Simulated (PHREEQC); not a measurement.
A solution holds 0.018 mol/kgw HF, 0.029 mol/kgw NH4F, 0.037 mol/kgw (NH4)2SiF6 and 0.72 mol/kgw H2SO4, at 73 °C. Closed to the air; pH follows from the charge balance.

Computed with PHREEQC (ion-association model, phreeqc.dat).

Each row changes one thing in this solution. Precipitation was switched off in this run.

```
case                                                 pH  ionic strength (mol/kgw)  HSO4- (mol/kgw)  HF (mol/kgw)  SO4-2 (mol/kgw)  NH4SO4- (mol/kgw)
-------------------------------------------------  ----  ------------------------  ---------------  ------------  ---------------  -----------------
as made                                            0.28                     0.871            0.696        0.0542           0.0218            0.00269
diluted 100-fold with water                        2.10                    0.0124          0.00462       0.00259          0.00256            2.03e-5
0.0074 mol/kgw Na2SO4 added                        0.29                     0.879            0.702        0.0540                ?            0.00273
HF from 0.018 to 0.18 mol/kgw                      0.28                     0.875            0.696         0.208           0.0217            0.00268
(NH4)2SiF6 replaced by NaBF4 at the same molality  0.28                     0.797            0.698        0.0523           0.0207           0.000770
diluted 10-fold with water                         1.23                    0.0905           0.0644        0.0192          0.00730           0.000316
NH4F replaced by NaHF2 at the same molality        0.28                     0.874            0.696        0.0768           0.0218            0.00193
temperature from 73 to 30 °C                       0.25                         ?            0.659        0.0469           0.0541            0.00707
```

Question: Complete the blanks.

Answer: 
- 0.0074 mol/kgw Na2SO4 added, SO4-2 (mol/kgw): 0.0223
- temperature from 73 to 30 °C, ionic strength (mol/kgw): 0.939

The ionic strength passes 0.7 mol/kgw, the rough limit of the ion-association models, in as made; 0.0074 mol/kgw Na2SO4 added; HF from 0.018 to 0.18 mol/kgw; (NH4)2SiF6 replaced by NaBF4 at the same molality; NH4F replaced by NaHF2 at the same molality; temperature from 73 to 30 °C. Some of these states are supersaturated (in Quartz (slow to form), Chalcedony (slow to form), for instance). Away from 25 °C the constants follow the database's enthalpies or fits; those with neither stay at their 25 °C values. SiF6-2 is the database's only silicon fluoride.
